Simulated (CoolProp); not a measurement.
Vapour-liquid equilibrium of R22 (1) + R114 (2) at 309.8 K; x and y are mole fractions of (1).

Values from CoolProp's multi-fluid Helmholtz-energy mixture model, Kamei 1995 and Platzer 1990; pair parameters Bell 2016. This equation is an older, rougher fit; its heat capacities, sound speeds and derivatives of the liquid may be far off and weren't checked against measurements.

```json
[
 {"x": "0.05", "bubble pressure (bar)": "3.937", "y at the bubble point": "0.237", "dew pressure at overall composition x (bar)": "3.220", "liquid density (mol/L)": "8.446"},
 {"x": "0.15", "bubble pressure (bar)": "5.399", "y at the bubble point": "0.473", "dew pressure at overall composition x (bar)": "3.569", "liquid density (mol/L)": "8.762"},
 {"x": "0.25", "bubble pressure (bar)": "6.612", "y at the bubble point": "0.596", "dew pressure at overall composition x (bar)": "3.998", "liquid density (mol/L)": "9.107"},
 {"x": "0.35", "bubble pressure (bar)": "(withheld)", "y at the bubble point": "0.679", "dew pressure at overall composition x (bar)": "4.534", "liquid density (mol/L)": "9.484"},
 {"x": "0.45", "bubble pressure (bar)": "(withheld)", "y at the bubble point": "0.742", "dew pressure at overall composition x (bar)": "5.218", "liquid density (mol/L)": "9.899"},
 {"x": "0.55", "bubble pressure (bar)": "9.614", "y at the bubble point": "0.795", "dew pressure at overall composition x (bar)": "6.109", "liquid density (mol/L)": "10.36"},
 {"x": "0.65", "bubble pressure (bar)": "10.56", "y at the bubble point": "0.844", "dew pressure at overall composition x (bar)": "7.281", "liquid density (mol/L)": "10.87"},
 {"x": "0.75", "bubble pressure (bar)": "11.53", "y at the bubble point": "0.890", "dew pressure at overall composition x (bar)": "8.802", "liquid density (mol/L)": "11.44"},
 {"x": "0.85", "bubble pressure (bar)": "12.54", "y at the bubble point": "0.935", "dew pressure at overall composition x (bar)": "10.69", "liquid density (mol/L)": "12.09"},
 {"x": "0.95", "bubble pressure (bar)": "13.58", "y at the bubble point": "0.978", "dew pressure at overall composition x (bar)": "(withheld)", "liquid density (mol/L)": "12.82"}
]
```

**Question.** What belongs in the gaps?

**Answer.** 
- 0.35, bubble pressure (bar): 7.677
- 0.45, bubble pressure (bar): 8.662
- 0.95, dew pressure at overall composition x (bar): 12.90

No azeotrope shows between x = 0.05 and 0.95.

Pair parameters are fitted to limited data, so mixtures are less certain than the pure fluids.
